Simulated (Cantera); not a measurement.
An isothermal, constant-pressure homogeneous reactor starts with 64.1 % NO, 35.9 % N2, at 1800 K and 9.75 Torr.

Model: GRI-Mech 3.0 (53 species, 325 reactions), integrated in Cantera. Radical loss at walls, strong at low pressure, is not modelled.

Problem. Predict: x(NO) at 40.0 s; x(N2) at 40.0 s; x(N2O) at 40.0 s; x(O2) at 40.0 s; x(O) at 40.0 s.

Solution. 
- x(NO) at 40.0 s = 0.497 (gas-phase equilibrium 0.00476)
- x(N2) at 40.0 s = 0.431 (gas-phase equilibrium 0.677)
- x(N2O) at 40.0 s = 7.08e-5 (gas-phase equilibrium 2.89e-8)
- x(O2) at 40.0 s = 0.0717 (gas-phase equilibrium 0.318)
- x(O) at 40.0 s = 0.000323 (gas-phase equilibrium 0.000605)
